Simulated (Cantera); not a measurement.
Charge: 1 mol Cu, 0.56 mol F₂, equilibrated at 1500 K and 0.0233 Torr.

Cantera equilibrium calculation (NASA polynomials, part measured and part estimated; ideal gas, pure solids and liquids). Candidate condensed phases: Cu, CuF₂; 6 gas species. Rates play no part.

Base state: CuF 0.881, CuF₂ 0.0983, F 0.0198, Cu 0.000449 (mole fractions); condensed: gas only.

Question: What changes in the equilibrium state with this change: pressure from 0.0233 Torr to 3.45 Torr?

Answer: 
| species | before | after |
|---|---|---|
| CuF | 0.881 | 0.879 |
| CuF₂ | 0.0983 | 0.120 |
| Cu | 0.000449 | 0.000365 |
| F | 0.0198 | 0.000164 |

Question: What changes in the equilibrium state with this change: F₂ from 0.56 to 1.8 mol?

Answer: 
| species | before | after |
|---|---|---|
| F | 0.0198 | 0.645 |
| CuF₂ | 0.0983 | 0.278 |
| CuF | 0.881 | 0.0767 |
| Cu | 0.000449 | 1.20e-6 |
